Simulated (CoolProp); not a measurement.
The fluoroketone C6F12O (FK-5-1-12) along the isotherm 490.6 K: density (kg/m³) from the reference equation and from simpler models built on Tc = 441.8 K, pc = 18.69 bar, ω = 0.471; each cubic takes its own stable root.

Computed with CoolProp (reference Helmholtz-energy equation of state, McLinden 2015).

```csv
p (bar),phase,reference,van der Waals,Redlich-Kwong
3.5,gas,28.39,28.38,28.49
7.01,gas,59.78,59.86,60.29
10.5,gas,94.58,95.14,96.03
14,gas,134.1,136.2,[?]
17.5,gas,179.8,185.8,[?]
21,supercritical,233.8,250.2,247.3
24.5,supercritical,298.7,[?],325.1
28,supercritical,377.1,463.3,423.5
```

Q: Some entries are withheld; supply them.

A: 
- 14, Redlich-Kwong: 137.4
- 17.5, Redlich-Kwong: 186.6
- 24.5, van der Waals: 343.3
